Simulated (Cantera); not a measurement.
Counterflow diffusion flame

A counterflow diffusion flame at 1.01 bar, nozzles 20 mm apart: fuel side CH4 = 1 (molar parts) at 500 K, oxidiser side O2 : N2 = 0.26 : 0.74 (molar parts) at 523 K, fuel mass flux 0.71 times the oxidiser's; mixture-averaged transport, no radiation.

Cantera simulation using GRI-Mech 3.0 (53 species, 325 reactions); the numbers are that mechanism's predictions, not measurements. GRI-Mech 3.0 has no aromatics or soot, which form on the fuel side of real flames. The maximum strain rate includes the flame's own expansion and is several times the mean.

```tsv
oxidiser flux (kg/m²/s)	max strain (1/s)	mean strain (1/s)	T max (K)	peak x OH	peak x H	peak x NO	peak x CO	peak x C2H2
0.25	210	41.2	2331	0.0138	0.00622	0.000535	0.0858	0.0212
0.41	323	67.5	2301	0.0138	0.00664	0.000458	0.0829	0.0200
0.67	499	110	2279	0.0136	0.00704	0.000398	0.0804	0.0189
1.1	780	181	2260	0.0135	0.00747	0.000341	0.0784	0.0177
1.8	1220	296	2236	0.0131	0.00778	0.000277	0.0765	0.0162
2.9	1890	477	2206	0.0125	0.00791	0.000211	0.0750	0.0145
4.7	2950	774	2168	0.0115	0.00781	0.000143	0.0740	0.0123
```
x: mole fraction; the columns are a selection and need not sum to one.
